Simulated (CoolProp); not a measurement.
The numbers come from the reference Helmholtz-energy equation of state, Fiedler 2023 in CoolProp.

### Question
Give the vapour pressure (MPa), liquid density (kg/m³), vapour density (kg/m³) of saturated tetrahydrofuran at 346.4 K.

### Answer
| T (K) | p (MPa) | liquid density (kg/m³) | vapour density (kg/m³) |
|---|---|---|---|
| 346.4 | 0.128 | 827 | 3.31 |
